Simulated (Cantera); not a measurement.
Feed: 1 mol Fe2O3, 0.71 mol CO, 0.53 mol H2, at 1352 °C and 0.00140 bar.

Cantera equilibrium calculation (NASA polynomials, part measured and part estimated; ideal gas, pure solids and liquids). Candidate condensed phases: C, C6H6, C7H8, C8H18, Fe, Fe(CO)5, FeO, Fe(OH)2, Fe(OH)3, Fe2O3, Fe3O4, H2O; 114 gas species. The tables' stoichiometric FeO is somewhat more stable than real wüstite, so its field is too wide. FeO: taken at fixed stoichiometry. Equilibrium is a limit: real reactors are often held back by kinetics, nucleation or transport.

Base state: CO2 0.423, H2O 0.383, CO 0.150, H2 0.0436, H 0.000394, OH 0.000146, Fe 6.59e-5, Fe(OH)2 1.79e-5 (mole fractions); condensed: FeO(s).

**Question.** What changes in the equilibrium state with this change: CO from 0.71 to 16 mol?

**Answer.** 
| species | before | after |
|---|---|---|
| CO | 0.150 | 0.840 |
| CO2 | 0.423 | 0.126 |
| H2 | 0.0436 | 0.0217 |
| H2O | 0.383 | 0.0101 |
| Fe | 6.59e-5 | 0.00124 |
| Fe(OH)2 | 1.79e-5 | 4.74e-7 |
| OH | 0.000146 | 5.47e-6 |
| H | 0.000394 | 0.000278 |
| FeO(s), mol | 2.00 | 0.742 |
| Fe(γ), mol | 0 | 1.24 |
Mutual solubility and eutectic melting of coexisting phases are not modelled.
